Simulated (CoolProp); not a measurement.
Computed with CoolProp (reference Helmholtz-energy equation of state, de Reuck 1993).

Question: Give the vapour pressure (MPa), liquid density (kg/m³), liquid cp (kJ/(kg K)), vapour Z of saturated methanol at 155.75 °C.

Answer: 
```json
[
 {"T (°C)": "155.75", "p (MPa)": "1.60", "liquid density (kg/m³)": "637", "liquid cp (kJ/(kg K))": "3.94", "vapour Z": "0.776"}
]
```
